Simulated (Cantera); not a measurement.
Input: 1 mol SiH4, 0.018 mol HCl, 370 mol H2, equilibrated at 1975 K and 0.00190 bar.

These are equilibrium values from Cantera (NASA tables, ideal gas, pure condensed phases), not measurements of a reactor. Candidate condensed phases: Si; 19 gas species. Gases not in the tables: Si2H6 and higher silanes. Rates play no part.

**Question.** What is the equilibrium state?

**Answer.** x(H2): 0.966
x(H): 0.0309
x(Si): 0.00254
x(SiH): 7.84e-5
x(HCl): 4.62e-5
x(SiH2): 1.33e-5
x(Si2): 3.70e-6
x(Cl): 1.10e-6
gas amount: 378.8 mol
log10 activity of Si(l) (absent): -0.83
